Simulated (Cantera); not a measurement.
A freely propagating, adiabatic, planar premixed flame of H2 : O2 : N2 = 1 : 0.385 : 1.46 (molar parts), equivalence ratio 1.3, unburnt at 675 K and 100.0 Torr; multicomponent+Soret transport, grid criteria slope 0.08 and curve 0.16, no radiation.

Detailed kinetics in Cantera: the H2/O2 subset of GRI-Mech 3.0, which has no nitrogen chemistry. Burning velocities carry a grid error of a few per cent, more on coarse grids.

x: mole fraction of selected species; z is measured from the peak of heat release.

```
z (mm)  T (K)  u (m/s)    x H2     x O2      x OH  x HO2       x O       x H
------  -----  -------  ------  -------  --------  -----  --------  --------
-20.4     675     7.91   0.351    0.135     <1e-8  <1e-8     <1e-8     <1e-8
-13.6     675     7.91   0.351    0.135     <1e-8  <1e-8     <1e-8     <1e-8
-10.2     675     7.91   0.351    0.135     <1e-8  <1e-8     <1e-8     <1e-8
-6.79     675     7.91   0.351    0.135     <1e-8      …   1.04e-8   5.82e-7
-3.39     681     7.97   0.349    0.135   1.71e-5      …   1.16e-5  0.000506
-1.70     772     8.93   0.327    0.132  0.000227      …  0.000352    0.0101
0        1129     12.7   0.175   0.0788   0.00328      …   0.00766    0.0838
1.70     1396     15.6  0.0772   0.0221   0.00774      …    0.0124     0.120
3.39     1507     16.7  0.0765   0.0174   0.00981      …    0.0124     0.111
6.79     1641     18.0  0.0818   0.0153    0.0122      …    0.0117    0.0962
13.6     1795     19.5  0.0866   0.0128    0.0145      …    0.0103    0.0795
27.2     1958     21.0  0.0899   0.0101    0.0162      …   0.00834    0.0628
54.3     2120     22.4  0.0916  0.00744    0.0166      …   0.00608    0.0472
```

Task: Complete the blanks.

Result: 
- -6.79, x HO2: 5.64e-7
- -3.39, x HO2: 3.53e-5
- -1.70, x HO2: 2.74e-5
- 0, x HO2: 1.24e-5
- 1.70, x HO2: 3.24e-6
- 3.39, x HO2: 2.25e-6
- 6.79, x HO2: 1.69e-6
- 13.6, x HO2: 1.22e-6
- 27.2, x HO2: 8.68e-7
- 54.3, x HO2: 6.34e-7
